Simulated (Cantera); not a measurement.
Charge: 1 mol C2H6, 4.7 mol CO2, held at 400 °C and 7.20 mbar.

Equilibrium computed with Cantera from the NASA thermochemical tables; the gas is ideal and each condensed phase is pure. Candidate condensed phases: C, C6H6, C7H8, C8H18, H2O; 110 gas species. Equilibrium is a limit: real reactors are often held back by kinetics, nucleation or transport.

Problem. What is the equilibrium state?

Solution. x(CO2): 0.527
x(H2): 0.248
x(H2O): 0.144
x(CO): 0.0742
x(CH4): 0.00677
n(C(graphite)): 2.21 mol
gas amount: 7.392 mol
